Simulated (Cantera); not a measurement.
Feed: 1 mol PH3, 4.4 mol H2, 0.034 mol H2O, held at 1452 °C and 13.3 mbar.

Method: chemical equilibrium by Gibbs-energy minimisation in Cantera with the NASA 1993 tables (ideal gas, pure condensed phases). Candidate condensed phases: H2O, P, P4O10; 17 gas species. Gases not in the tables: HPO2, HPO3 and P4O6. Equilibrium is a limit: real reactors are often held back by kinetics, nucleation or transport.

Base state: H2 0.916, P2 0.0769, H2O 0.00399, H 0.00154, PO 0.00127, P 9.16e-5, PH 3.32e-5, PO2 1.07e-5 (mole fractions); condensed: gas only.

Task: What changes in the equilibrium state with this change: temperature from 1452 °C to 2625 °C?

Result: 
```
species   before     after
-------  -------  --------
H        0.00154     0.576
H2         0.916     0.340
P        9.16e-5    0.0566
P2        0.0769    0.0224
O          <1e-9   5.79e-5
OH       3.69e-7   5.50e-5
H2O      0.00399  0.000106
PH       3.32e-5   0.00112
PO2      1.07e-5   8.41e-7
```

Task: What changes in the equilibrium state with this change: temperature from 1452 °C to 1002 °C?

Result: 
```tsv
species	before	after
H2	0.916	0.919
P2	0.0769	0.0740
H2O	0.00399	0.00525
P4	9.33e-6	0.00193
P	9.16e-5	2.02e-7
H	0.00154	6.12e-6
PH	3.32e-5	5.87e-7
PO	0.00127	4.18e-5
PO2	1.07e-5	1.06e-6
```

Task: What changes in the equilibrium state with this change: PH3 replaced by NF3?

Result: 
```tsv
species	before	after
HF	0	0.466
H2	0.916	0.450
N2	0	0.0777
P2	0.0769	0
PO	0.00127	0
P	9.16e-5	0
PH	3.32e-5	0
PO2	1.07e-5	0
```
